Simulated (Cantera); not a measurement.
A closed system holds: 1 mol C₂F₆, 0.029 mol HCl, 0.61 mol F₂, at 0.0353 Torr.

Equilibrium computed with Cantera from the NASA thermochemical tables; the gas is ideal and each condensed phase is pure. Candidate condensed phases: C, C₆H₆, C₇H₈, C₈H₁₈; 118 gas species. The feed counts by its element totals alone. Gases not in the tables: C₂F₆ and larger saturated fluorocarbons. Rates play no part.

Q: What share of the C ends up in condensed phases as a function of T (°C), at 852, 1052, 1252, 1452, 1652, 1852, 2052, 2252, 2452, 2652, 2852?

A: 
```tsv
T (°C)	C condensed (%)	as
852	10.1	C(graphite)
1052	10.1	C(graphite)
1252	9.8	C(graphite)
1452	7.0	C(graphite)
1652	7.6	C(graphite)
1852	67.0	C(graphite)
2052	86.6	C(graphite)
2252	66.2	C(graphite)
2452	0.0	-
2652	0.0	-
2852	0.0	-
```
